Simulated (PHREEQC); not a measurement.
Make-up at 25 °C: 44 mmol/kgw HF and 37 mmol/kgw Na2CO3. Closed to the air; pH follows from the charge balance.

The numbers come from PHREEQC with the ion-association model, phreeqc.dat.

```csv
quantity,before,after
pH,6.87,9.70
ionic strength (mol/kgw),0.0722,0.0776
CO2 (mol/kgw),0.00702,7.63e-6
NaF (mol/kgw),0.00111,0.000514
NaHCO3 (mol/kgw),0.000756,0.000518
```

### Question
What was changed between the two runs?
(A) Na2CO3 from 0.037 to 0.37 mol/kgw
(B) Na2CO3 from 0.037 to 0.0407 mol/kgw
(C) 0.012 mol/kgw H2SO4 added
(D) HF from 0.044 to 0.022 mol/kgw
(E) Na2CO3 from 0.037 to 0.0333 mol/kgw

### Answer
D, HF from 0.044 to 0.022 mol/kgw

No solid was allowed to form.
